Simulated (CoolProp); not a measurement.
Properties of CH3F (R41) at several states.

Computed with CoolProp (reference Helmholtz-energy equation of state, Lemmon 2006). It is a short technical equation, of lower accuracy than the large ones.

```csv
T (K),p (MPa),phase,cp (kJ/(kg K)),speed of sound (m/s),expansivity (1/kK),fugacity coefficient
296.3,4.16,liquid,3.384,445.4,…,0.6284
318.2,0.28,gas,1.171,311.2,3.344,0.9816
387.9,0.162,gas,1.281,…,2.627,0.9945
138.2,0.0503,liquid,2.098,1382,1.851,…
207.2,0.166,gas,1.252,249.6,…,0.9488
```

Some entries are withheld; supply them.


- 296.3, expansivity (1/kK): 9.951
- 387.9, speed of sound (m/s): 341.4
- 138.2, fugacity coefficient: 0.02007
- 207.2, expansivity (1/kK): 6.072
